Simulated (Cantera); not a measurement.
# Premixed flame

A freely propagating, adiabatic, planar premixed flame of C3H8 : O2 : N2 = 1.3 : 4.17 : 19.6 (molar parts), equivalence ratio 1.6, unburnt at 400 K and 1000000 Pa; mixture-averaged transport, grid criteria slope 0.08 and curve 0.16, no radiation.

Model: GRI-Mech 3.0 (53 species, 325 reactions), integrated in Cantera. GRI-Mech 3.0 was tuned for natural gas; its chemistry of propane as a main component is partial and can be far from experiment. Burning velocities carry a grid error of a few per cent, more on coarse grids.

```
z (mm)   T (K)  u (m/s)    x C3H8      x O2     x CH4     x H2O     x NO      x O
-------  -----  -------  --------  --------  --------  --------  -------  -------
-0.578     401   0.0806    0.0517     0.166   9.83e-6  0.000169    <1e-8    <1e-8
-0.386     408   0.0825    0.0514     0.164   8.10e-5   0.00130    <1e-8    <1e-8
-0.289     434   0.0883    0.0510     0.161  0.000316   0.00480    <1e-8    <1e-8
-0.193     554    0.114    0.0490     0.148   0.00137    0.0189    <1e-8    <1e-8
-0.0964    942    0.201    0.0353     0.104   0.00486    0.0576  1.94e-8    <1e-8
-0.0482   1262    0.278    0.0162    0.0653   0.00778    0.0870  7.68e-8  3.97e-7
0         1590    0.358  0.000705    0.0259   0.00854     0.115  1.66e-7  9.45e-6
0.0482    1739    0.394   2.07e-6   0.00963   0.00663     0.126  2.53e-7  4.67e-6
0.0964    1791    0.406   8.26e-8   0.00460   0.00580     0.129  2.96e-7  1.71e-6
0.193     1824    0.413     <1e-8   0.00159   0.00524     0.130  3.15e-7  3.66e-7
0.386     1838    0.416     <1e-8  0.000372   0.00480     0.128  3.07e-7  5.70e-8
0.771     1840    0.417     <1e-8   4.44e-5   0.00424     0.126  2.82e-7    <1e-8
1.54      1838    0.417     <1e-8   1.54e-6   0.00357     0.123  2.50e-7    <1e-8
```
x: mole fraction of selected species; z is measured from the peak of heat release.

```
Item                          Value
------------------------  ---------
laminar burning velocity  8.02 cm/s
thermal thickness          0.193 mm
peak x(CH4)                 0.00892
peak x(O)                   9.76e-6
grid points                     123
```
